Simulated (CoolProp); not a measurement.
Vapour-liquid equilibrium of ethylbenzene (1) + o-xylene (2) at 176.25 °C; x and y are mole fractions of (1).

The numbers come from the multi-fluid Helmholtz-energy mixture model, Zhou 2012 and Zhou 2012; pair parameters Bell 2016 in CoolProp.

```tsv
x	bubble pressure (kPa)	y at the bubble point	dew pressure at overall composition x (kPa)	liquid density (mol/L)
0.05	___	0.059	221.8	6.936
0.2	229.5	___	228.1	6.905
0.35	237.0	0.394	234.9	___
0.5	244.5	0.546	242.2	___
0.65	251.6	0.689	249.7	___
0.8	258.3	0.824	257.1	6.797
0.95	264.3	0.956	___	6.777
```

Question: Fill in the missing entries.

Answer: 
- 0.05, bubble pressure (kPa): 222.2
- 0.2, y at the bubble point: 0.231
- 0.35, liquid density (mol/L): 6.876
- 0.5, liquid density (mol/L): 6.848
- 0.65, liquid density (mol/L): 6.821
- 0.95, dew pressure at overall composition x (kPa): 264.0

No azeotrope shows between x = 0.05 and 0.95.

The pair parameters rest on a limited set of measurements; away from them the model extrapolates.
